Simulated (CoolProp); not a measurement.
R114 along the isobar 6.05 MPa: density (kg/m³) from the reference equation and from simpler models built on Tc = 420.6 K, pc = 3.352 MPa, ω = 0.252; each cubic takes its own stable root.

Model: reference Helmholtz-energy equation of state, Platzer 1990, in CoolProp. This equation is an older, rougher fit; its heat capacities, sound speeds and derivatives of the liquid may be far off and weren't checked against measurements.

| T (K) | phase | reference |
|---|---|---|
| 383.1 | liquid | 1198 |
| 390.9 | liquid | 1165 |
| 398.7 | liquid | 1129 |
| 406.5 | liquid | 1089 |
| 414.2 | liquid | 1047 |
| 422 | supercritical | 998.6 |
| 429.8 | supercritical | 943.7 |
| 437.6 | supercritical | 880.2 |
| 445.4 | supercritical | 806.4 |
| 453.2 | supercritical | 723.7 |
| 461 | supercritical | 639.6 |
| 468.8 | supercritical | 565.4 |
| 476.6 | supercritical | 506.4 |
| 484.4 | supercritical | 461.1 |
| 492.2 | supercritical | 425.9 |
| 500 | supercritical | 397.7 |

**Question.** How far does each simpler model (van der Waals, Redlich-Kwong, Soave-Redlich-Kwong, Peng-Robinson) lie from the reference over these 16 states: mean and median of the absolute difference, and the worst?

**Answer.** 
- van der Waals: mean 18.8 %, median 19.0 %, worst -30.4 % at 383.1 K and 6.05 MPa
- Redlich-Kwong: mean 6.7 %, median 7.7 %, worst -9.6 % at 422 K and 6.05 MPa
- Soave-Redlich-Kwong: mean 8.7 %, median 8.5 %, worst -11.8 % at 445.4 K and 6.05 MPa
- Peng-Robinson: mean 2.7 %, median 2.9 %, worst +5.8 % at 383.1 K and 6.05 MPa
